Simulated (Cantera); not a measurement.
Charge: 1 mol HgO, 3.4 mol H2, held at 1348 K and 1050 Torr.

Cantera equilibrium calculation (NASA polynomials, part measured and part estimated; ideal gas, pure solids and liquids). Candidate condensed phases: H2O, Hg, HgO; 10 gas species. The numbers say what is thermodynamically allowed, not how fast it happens.

Base state: H2 0.545, H2O 0.227, Hg 0.227 (mole fractions); condensed: gas only.

Task: What changes in the equilibrium state with this change: H2 from 3.4 to 0.13 mol?

Result: 
```
species   before    after
-------  -------  -------
Hg         0.227    0.639
O2         <1e-9    0.278
H2O        0.227   0.0831
H2         0.545  2.63e-8
OH       9.69e-9  1.61e-5
```
